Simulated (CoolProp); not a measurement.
Properties of R1233zd(E) along the isobar 8.19 MPa.

The numbers come from the reference Helmholtz-energy equation of state, Akasaka 2022 in CoolProp.

| T (K) | phase | Z | cp (kJ/(kg K)) | cv (kJ/(kg K)) |
|---|---|---|---|---|
| 183.8 | liquid | 0.4605 | 0.9848 | 0.6863 |
| 210.4 | liquid | 0.4167 | [?] | [?] |
| 237 | liquid | 0.3838 | 1.064 | 0.7435 |
| 263.7 | liquid | [?] | 1.106 | 0.7776 |
| 290.3 | liquid | 0.3400 | 1.151 | 0.8126 |
| 316.9 | liquid | 0.3263 | 1.198 | 0.8468 |
| 343.5 | liquid | 0.3171 | 1.249 | 0.8792 |
| 370.1 | liquid | 0.3126 | 1.306 | 0.9096 |
| 396.8 | liquid | 0.3136 | 1.372 | 0.9388 |
| 423.4 | liquid | [?] | 1.459 | [?] |
| 450 | supercritical | 0.3436 | 1.582 | 0.9970 |

**Question.** Some entries are withheld; supply them.

**Answer.** 
- 210.4, cp (kJ/(kg K)): 1.024
- 210.4, cv (kJ/(kg K)): 0.7131
- 263.7, Z: 0.3588
- 423.4, Z: 0.3221
- 423.4, cv (kJ/(kg K)): 0.9674
